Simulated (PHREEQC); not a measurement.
Make-up at 25 °C: 1.1 mmol/kgw Cu(BF4)2, 0.058 mmol/kgw HCl and 0.86 mmol/kgw NaCl. Closed to the air; pH follows from the charge balance.

Equilibrium calculation in PHREEQC: ion-association model, phreeqc.dat.

| quantity | before | after |
|---|---|---|
| pH | 3.05 | 3.27 |
| HF (mol/kgw) | 0.00221 | 0.000731 |
| F- (mol/kgw) | 0.00178 | 0.000955 |
| BF4- (mol/kgw) | 0.00101 | 8.83e-6 |
| H3BO3 (mol/kgw) | 0.000919 | 0.000418 |
| SI of Halite (NaCl) | -7.74 | -9.11 |

Question: What was changed between the two runs?
(A) HCl left out
(B) diluted 5-fold with water
(C) NaCl from 0.00086 to 0.00129 mol/kgw
(D) Cu(BF4)2 from 0.0011 to 0.00165 mol/kgw

Answer: B, diluted 5-fold with water

No solid was allowed to form. Real BF4- forms and hydrolyses slowly; the run takes it at equilibrium.
